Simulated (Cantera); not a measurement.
A closed system holds: 1 mol Si₃N₄, 0.12 mol CO₂, 9.6 mol N₂, equilibrated at 1777 °C and 10.0 Torr.

Cantera equilibrium calculation (NASA polynomials, part measured and part estimated; ideal gas, pure solids and liquids). Candidate condensed phases: C, Si, SiC, SiO₂, Si₂N₂O, Si₃N₄; 34 gas species. Mutual solubility and eutectic melting of coexisting phases are not modelled. The tables' values for SiN are old estimates; treat these amounts as uncertain. Kinetics and transport are ignored.

Base state: N₂ 0.973, SiO 0.0143, CO 0.00589, Si 0.00580, Si₂C 0.000195, Si₂N 0.000192, SiN 0.000153, Si₂ 6.76e-5 (mole fractions); condensed: Si(l) + SiC(s).

Problem. What changes in the equilibrium state with this change: temperature from 1777 °C to 1250 °C?

Solution. 
```json
[
 {"species": "N₂", "before": "0.973", "after": "0.999"},
 {"species": "CO", "before": "0.00589", "after": "0.000597"},
 {"species": "SiO", "before": "0.0143", "after": "2.00e-5"},
 {"species": "Si", "before": "0.00580", "after": "4.26e-8"},
 {"species": "Si₂C", "before": "0.000195", "after": "<1e-9"},
 {"species": "Si₂N", "before": "0.000192", "after": "<1e-9"},
 {"species": "Si₂", "before": "6.76e-5", "after": "<1e-9"},
 {"species": "Si(l), mol", "before": "2.70", "after": "0"},
 {"species": "SiC(s), mol", "before": "0.0474", "after": "0.114"},
 {"species": "Si₂N₂O(s), mol", "before": "0", "after": "0.234"},
 {"species": "Si₃N₄(s), mol", "before": "0", "after": "0.806"}
]
```
